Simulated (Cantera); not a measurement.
Charge: 1 mol KCl, 6 mol H₂, 19 mol N₂, at 750 Torr.

These are equilibrium values from Cantera (NASA tables, ideal gas, pure condensed phases), not measurements of a reactor. Candidate condensed phases: K, KCl, NH₄Cl; 17 gas species. The numbers say what is thermodynamically allowed, not how fast it happens.

x: gas mole fraction; n: condensed amount in mol.

```
T (K)   x N₂   x H₂     x KCl   x K₂Cl₂    x NH₃     x HCl       x K  n KCl(s)  n KCl(l)
-----  -----  -----  --------  --------  -------  --------  --------  --------  --------
675    0.760  0.238  5.99e-10  4.83e-11  0.00133  1.45e-12  1.45e-12      1.00         0
825    0.760  0.240       ___       ___      ___       ___       ___     1.000         0
975    0.760  0.240       ___       ___      ___       ___       ___     0.997         0
1125   0.758  0.239   0.00166  0.000742  2.83e-5   4.38e-6   4.37e-6         0     0.921
1275   0.744  0.235    0.0150   0.00613  1.35e-5   4.91e-5   4.90e-5         0     0.304
1425   0.734  0.232    0.0302   0.00413  7.50e-6  0.000197  0.000197         0         0
1575   0.732  0.231    0.0353   0.00134  4.73e-6  0.000496  0.000496         0         0
```

**Question.** Some entries are withheld; supply them.

**Answer.** 
- 825, x KCl: 6.15e-7
- 825, x K₂Cl₂: 1.28e-7
- 825, x NH₃: 0.000239
- 825, x HCl: 1.41e-9
- 825, x K: 1.41e-9
- 975, x KCl: 6.93e-5
- 975, x K₂Cl₂: 2.62e-5
- 975, x NH₃: 7.07e-5
- 975, x HCl: 1.59e-7
- 975, x K: 1.59e-7
